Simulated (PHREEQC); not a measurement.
Solution (20 °C): 0.42 mol Na2SO4 and 0.0082 mol H3BO3 per kg of water. Closed to the air; pH follows from the charge balance.

All values are PHREEQC results (Pitzer model, pitzer.dat), not measurements.

**Question.** The ionic strength comes out as 1.26 mol/kgw. What activity coefficients do H+, SO4-2, Na+, HSO4-, B(OH)4- get?

**Answer.** H+ 0.46, SO4-2 0.082, Na+ 0.52, HSO4- 0.58, B(OH)4- 0.44. Single-ion values are on the MacInnes scale.

Precipitation was switched off in this run. Complexes and solids missing from the database can't appear. In brines, pH and single-ion activities rest on the MacInnes convention.
